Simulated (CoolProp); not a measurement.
Properties of diethyl ether along the isotherm 245.55 °C.

The numbers come from the reference Helmholtz-energy equation of state, Thol 2014 in CoolProp.

```tsv
p (bar)	phase	density (kg/m³)	cv (kJ/(kg K))
1.18	gas	2.043	2.186
1.9	gas	3.305	2.187
3.07	gas	5.382	2.190
4.96	gas	(withheld)	(withheld)
8.01	gas	(withheld)	(withheld)
12.9	gas	(withheld)	2.211
20.9	gas	(withheld)	2.232
33.8	gas	78.17	2.274
54.6	supercritical	173.9	2.358
88.2	supercritical	357.6	2.336
142	supercritical	(withheld)	2.275
230	supercritical	496.8	2.240
372	supercritical	544.4	2.218
```

Problem. Complete the blanks.

Solution. 
- 4.96, density (kg/m³): 8.806
- 4.96, cv (kJ/(kg K)): 2.193
- 8.01, density (kg/m³): 14.53
- 8.01, cv (kJ/(kg K)): 2.200
- 12.9, density (kg/m³): 24.28
- 20.9, density (kg/m³): 42.12
- 142, density (kg/m³): 441.4
